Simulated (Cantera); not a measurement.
A closed system holds: 1 mol Al2O3, 0.14 mol HCl, at 0.860 bar.

Equilibrium computed with Cantera from the NASA thermochemical tables; the gas is ideal and each condensed phase is pure. Candidate condensed phases: Al, AlCl3, Al2O3, H2O; 29 gas species. Condensed phases not in the tables: AlOCl. Equilibrium is a limit: real reactors are often held back by kinetics, nucleation or transport.

log p: log10 of the partial pressure in bar; n: condensed amount in mol.

```tsv
T (K)	log p HCl	log p H2O	log p AlCl3	log p Cl	n Al2O3(s)
798	-0.07	-4.21	-4.39	-8.34	1.000
898	-0.07	[?]	[?]	[?]	1.000
998	-0.07	-3.37	-3.54	-6.10	1.000
1098	-0.07	[?]	[?]	[?]	1.000
1198	-0.07	-2.81	-2.99	-4.63	1.000
1298	-0.07	-2.60	-2.78	-4.08	1.000
1398	-0.07	-2.43	-2.60	-3.62	1.000
1498	-0.07	-2.28	-2.45	-3.23	1.000
1598	-0.07	-2.15	-2.32	-2.89	1.000
1698	-0.08	-2.03	-2.21	-2.60	0.999
```

### Question
Some entries are withheld; supply them.

### Answer

- 1098, log p H2O: -3.06
- 1098, log p AlCl3: -3.24
- 1098, log p Cl: -5.30
- 898, log p H2O: -3.74
- 898, log p AlCl3: -3.92
- 898, log p Cl: -7.10
